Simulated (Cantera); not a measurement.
SiF₄ + NH₃ + H₂ (silicon nitride deposition)

Feed: 1 mol SiF₄, 39 mol NH₃, 38 mol H₂, at 875 °C and 73.0 Pa.

Equilibrium computed with Cantera from the NASA thermochemical tables; the gas is ideal and each condensed phase is pure. Candidate condensed phases: Si, Si₃N₄; 37 gas species. The tables' values for SiF₃ are old estimates; treat these amounts as uncertain. Equilibrium is a limit: real reactors are often held back by kinetics, nucleation or transport.

| Quantity | Result |
|---|---|
| x(H₂) | 0.824 |
| x(N₂) | 0.166 |
| x(SiF₄) | 0.00803 |
| x(HF) | 0.00139 |
| x(SiF₃) | 0.000131 |
| x(SiHF₃) | 8.44e-5 |
| x(SiF₂) | 2.72e-6 |
| x(H) | 2.41e-6 |
| n(Si₃N₄(s)) | 0.0114 mol |
| gas amount | 117.0 mol |
| log10 activity of Si(s) (absent) | -2.91 |
